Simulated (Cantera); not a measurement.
Feed: 1 mol Si3N4, 2 mol N2O, a varied amount of H2, held at 1302 °C and 87.0 mbar.

Cantera equilibrium calculation (NASA polynomials, part measured and part estimated; ideal gas, pure solids and liquids). Candidate condensed phases: H2O, Si, SiO2, Si2N2O, Si3N4; 35 gas species. Mutual solubility and eutectic melting of coexisting phases are not modelled. The tables hold silica as quartz up to 1696 K and as liquid above; real silica turns to tridymite and cristobalite and melts near 1996 K. The numbers say what is thermodynamically allowed, not how fast it happens.

Q: Which condensed phases are stable at each of these points (n(H2) (mol)): 23, 88, 150, 220, 280, 340, 410, 470, 540, 600?

A: 
| n(H2) (mol) | condensed phases | Si condensed (%) |
|---|---|---|
| 23 | SiO2(β-quartz) + Si2N2O(s) | 99.3 |
| 88 | SiO2(β-quartz) + Si2N2O(s) | 96.2 |
| 150 | SiO2(β-quartz) + Si2N2O(s) | 92.4 |
| 220 | SiO2(β-quartz) + Si2N2O(s) | 87.5 |
| 280 | SiO2(β-quartz) + Si2N2O(s) | 82.9 |
| 340 | SiO2(β-quartz) + Si2N2O(s) | 78.0 |
| 410 | SiO2(β-quartz) + Si2N2O(s) | 72.0 |
| 470 | Si2N2O(s) | 68.7 |
| 540 | Si2N2O(s) | 68.2 |
| 600 | Si2N2O(s) | 68.0 |

From 23 mol H2 to 410 mol H2 the condensed part is SiO2(β-quartz) + Si2N2O(s). From 470 mol H2 to 600 mol H2 the condensed part is Si2N2O(s).
